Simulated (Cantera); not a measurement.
A perfectly stirred reactor is fed with C2H6 : H2 = 1 : 1.3 (molar parts), at 1.00 bar; it is held at 1598 K, and followed from long to short residence time.

Detailed kinetics in Cantera: GRI-Mech 3.0 (53 species, 325 reactions). GRI-Mech 3.0 stops at C3 and has no aromatics, soot or wall deposition, so with more carbon than oxygen in the feed, carbon stays in small species such as C2H2 where larger ones or solid carbon would form.

### Question
Predict: x(C2H6) at τ = 29.0 s; x(H2) at τ = 29.0 s; x(CH2) at τ = 29.0 s; x(CH4) at τ = 29.0 s; x(C2H) at τ = 29.0 s; x(C2H6) at τ = 0.170 s; x(H2) at τ = 0.170 s; x(CH2) at τ = 0.170 s; x(CH4) at τ = 0.170 s; x(C2H) at τ = 0.170 s.

### Answer
```
Item                       Value
----------------------  --------
x(C2H6) at τ = 29.0 s    4.91e-5
x(H2) at τ = 29.0 s        0.703
x(CH2) at τ = 29.0 s     6.48e-9
x(CH4) at τ = 29.0 s      0.0834
x(C2H) at τ = 29.0 s     4.22e-8
x(C2H6) at τ = 0.170 s  0.000294
x(H2) at τ = 0.170 s       0.675
x(CH2) at τ = 0.170 s    1.70e-8
x(CH4) at τ = 0.170 s      0.120
x(C2H) at τ = 0.170 s    5.55e-8
```
